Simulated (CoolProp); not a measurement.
Saturation properties of R1234yf (Tc = 94.7 °C, pc = 3.384 MPa, ω = 0.276).

Model: reference Helmholtz-energy equation of state, Lemmon 2022, in CoolProp.

```tsv
T (°C)	p (MPa)	liquid density (kg/m³)	enthalpy of vaporisation (kJ/kg)	liquid cp (kJ/(kg K))	vapour Z	liquid viscosity (µPa s)
-102.35	0.0007578	1452	216.6	1.102	0.9988	1100
-95.35	0.001497	1435	213.2	1.108	0.9980	917
-88.35	0.002781	1417	209.8	1.115	0.9968	779
-81.35	0.004899	1400	206.4	1.123	0.9950	671
-74.35	0.008233	1382	203.1	1.132	0.9926	586
-67.35	0.01327	1364	199.8	1.143	0.9894	516
-60.35	0.02061	1346	196.5	1.155	0.9854	459
-53.35	0.03097	1328	193.1	1.168	0.9804	410
-46.35	0.04518	1309	189.6	1.182	0.9742	369
-39.35	0.06419	1290	186.0	1.197	0.9669	333
```

It boils at -29.5 °C under 1 atm.

Viscosity comes from a separate model (Bell 2016), an estimate that may be off by 10 % or more.
